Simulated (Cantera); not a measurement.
Cantera run:

```python
import numpy as np
import cantera as ct

gas_names = """
    CL CL2 H HCL H2 Si SiCL SiCL2 SiCL3 SiCL4 SiH SiHCL3 SiH2 SiH2CL2 SiH3 SiH3CL SiH4 Si2 Si3
""".split()
cond_names = """
    Si(cr) Si(L)
""".split()


# ... load() reads the species with a 1 bar reference pressure and builds the phases ...
atoms = {
    'SiH4': {'Si': 1, 'H': 4},
    'H2': {'H': 2},
    'Cl2': {'CL': 2},
}
top_T = {}  # K; cautious upper limits of use, not melting points


# ... equilibrate(T, P, feed) seeds the gas with the atoms and calls Mixture.equilibrate('TP', solver="vcs", rtol=1e-11, max_steps=5000) ...
results = []
feed = {'SiH4': 1, 'H2': 140, 'Cl2': 0.025}  # mol
P = 133.322  # Pa
for T in [800, 900, 1000, 1100, 1200, 1300, 1400, 1500, 1600, 1700]:
    mix = equilibrate(T, P, feed)
    results.append((T, P, feed, dict(zip(mix.species_names, mix.species_moles))))

top = {s: max(r[3][s] / sum(r[3][g] for g in gas_names) for r in results) for s in gas_names}
cols = sorted((s for s in top if top[s] > 1e-06), key=lambda s: -top[s])[:7]
seen = [c for c in cond_names if any(r[3].get(c, 0) > 1e-12 for r in results)]
print("log10 of partial pressures in bar; condensed amounts in mol")
print(f"{'T/K':>10s}" + "".join(f"{s[:9]:>10s}" for s in cols + seen))
for T, P, feed, n in results:
    ng = sum(n[g] for g in gas_names)
    print(f"{T:10.4g}" + "".join(f"{np.log10(max(n[s] / ng * P / 1e5, 1e-99)):10.3f}" for s in cols)
          + "".join(f"{n.get(c, 0):10.4g}" for c in seen))
```

Result:

```
log10 of partial pressures in bar; condensed amounts in mol
       T/K        H2         H        Si       HCL       SiH      SiH2       Si2    Si(cr)     Si(L)
       800    -2.875   -12.976   -21.606    -6.336   -20.208   -16.059   -28.632    0.9997         0
       900    -2.875   -11.370   -18.352    -6.329   -17.505   -14.306   -24.387         1         0
      1000    -2.875   -10.082   -15.751    -6.329   -15.347   -12.903   -20.996         1         0
      1100    -2.875    -9.025   -13.626    -6.329   -13.585   -11.756   -18.226         1         0
      1200    -2.875    -8.142   -11.858    -6.329   -12.119   -10.800   -15.921         1         0
      1300    -2.875    -7.394   -10.364    -6.329   -10.882    -9.992   -13.975    0.9999         0
      1400    -2.875    -6.751    -9.085    -6.329    -9.824    -9.299   -12.311    0.9998         0
      1500    -2.875    -6.192    -7.978    -6.330    -8.909    -8.700   -10.871    0.9985         0
      1600    -2.876    -5.703    -7.011    -6.331    -8.111    -8.176    -9.614    0.9879         0
      1700    -2.877    -5.270    -6.168    -6.333    -7.417    -7.725    -8.527         0    0.9203
```

Cantera equilibrium calculation (NASA polynomials, part measured and part estimated; ideal gas, pure solids and liquids). Gases not in the tables: Si2H6 and higher silanes.
